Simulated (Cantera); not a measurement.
Charge: 1 mol Si, a varied amount of CO₂, 6.4 mol N₂, held at 1700 K and 24.0 Pa.

Method: chemical equilibrium by Gibbs-energy minimisation in Cantera with the NASA 1993 tables (ideal gas, pure condensed phases). Candidate condensed phases: C, Si, SiC, SiO₂, Si₂N₂O, Si₃N₄; 34 gas species. Mutual solubility and eutectic melting of coexisting phases are not modelled. The tables hold silica as quartz up to 1696 K and as liquid above; real silica turns to tridymite and cristobalite and melts near 1996 K. Equilibrium is a limit: real reactors are often held back by kinetics, nucleation or transport.

Question: Which condensed phases are stable at each of these points (n(CO₂) (mol)): 0.21, 0.31, 0.45, 0.65, 0.94, 1.4, 2, 2.9?

Answer: 
```json
[
 {"n(CO₂) (mol)": "0.21", "condensed phases": "Si(l) + SiC(s)", "Si condensed (%)": "58.1"},
 {"n(CO₂) (mol)": "0.31", "condensed phases": "Si(l) + SiC(s)", "Si condensed (%)": "39.0"},
 {"n(CO₂) (mol)": "0.45", "condensed phases": "SiC(s)", "Si condensed (%)": "27.0"},
 {"n(CO₂) (mol)": "0.65", "condensed phases": "SiC(s)", "Si condensed (%)": "17.2"},
 {"n(CO₂) (mol)": "0.94", "condensed phases": "SiC(s)", "Si condensed (%)": "2.7"},
 {"n(CO₂) (mol)": "1.4", "condensed phases": "SiO₂(condensed)", "Si condensed (%)": "39.3"},
 {"n(CO₂) (mol)": "2", "condensed phases": "SiO₂(condensed)", "Si condensed (%)": "92.6"},
 {"n(CO₂) (mol)": "2.9", "condensed phases": "SiO₂(condensed)", "Si condensed (%)": "99.3"}
]
```

From 0.21 mol CO₂ to 0.31 mol CO₂ the condensed part is Si(l) + SiC(s). From 0.45 mol CO₂ to 0.94 mol CO₂ the condensed part is SiC(s). From 1.4 mol CO₂ to 2.9 mol CO₂ the condensed part is SiO₂(condensed).
